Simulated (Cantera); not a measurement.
**Ignition delay**

Mixture: H₂ : O₂ : N₂ = 1 : 0.417 : 1.57 (molar parts), equivalence ratio 1.2, at 29.0 bar, adiabatic and at constant volume. Ignition delay is the time to a rise of 400 K.

Computed with Cantera and the H2/O2 subset of GRI-Mech 3.0, which has no nitrogen chemistry. The hydrogen kinetics of GRI-Mech 3.0 are dated; newer H2 mechanisms differ, most at raised pressure. The pressure lies above the range GRI-Mech 3.0 was tuned for (to about 10 atm).

| T0 (K) | delay (ms) |
|---|---|
| 1075 | 0.916 |
| 1150 | 0.234 |
| 1225 | 0.0652 |
| 1300 | 0.0181 |
| 1375 | 0.00442 |
| 1450 | 0.00123 |
| 1525 | 0.000626 |
| 1600 | 0.000413 |
| 1675 | 0.000305 |

| Property | Result |
|---|---|
| apparent activation energy between 1525 and 1675 K | 100 kJ/mol |
